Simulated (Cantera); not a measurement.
Thermodynamics of halide evaporation, hydrolysis and transport, feed CsCl + H2

Input: 1 mol CsCl, 7.5 mol H2, held at 1852 °C and 2.10 mbar.

Method: chemical equilibrium by Gibbs-energy minimisation in Cantera with the NASA 1993 tables (ideal gas, pure condensed phases). Candidate condensed phases: Cs, CsCl; 9 gas species. Equilibrium is a limit: real reactors are often held back by kinetics, nucleation or transport.

The x(H2) is 0.792, the x(CsCl) is 0.0868 and the x(H) is 0.0705. The x(Cs) comes out as 0.0251 and the x(HCl) is 0.0235. The x(Cl) is 0.00154 and the gas amount is 8.934 mol. The log10 activity of CsCl(l) (absent) is -4.74.
